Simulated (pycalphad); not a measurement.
Source of the numbers: pycalphad with the COST 507 light-alloy database (1999); pressure 1 atm. The data set is of 1999 and partly superseded. Amounts are mole fractions of atoms.

### Question
Give the equilibrium state of Sn-36.3Si (at.%) at 1102 °C.

### Answer
LIQUID, fraction 0.680, with 6.3 Si at.%; DIAMOND_A4, fraction 0.320, with >99.99 Si at.%.

DIAMOND_A4 is diamond (Si).
